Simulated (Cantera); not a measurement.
Feed: 1 mol SiCl4, 0.7 mol HCl, 13 mol H2, at 101000 Pa.

These are equilibrium values from Cantera (NASA tables, ideal gas, pure condensed phases), not measurements of a reactor. Candidate condensed phases: Si; 19 gas species. The tables' values for SiCl3 are old estimates; treat these amounts as uncertain. Equilibrium is a limit: real reactors are often held back by kinetics, nucleation or transport.

Q: At 1225 K, list the 4 most abundant gas species with their mole fractions, and the condensed phases.

A: H2 0.859, HCl 0.0728, SiCl4 0.0452, SiHCl3 0.0166. Condensed: gas only.
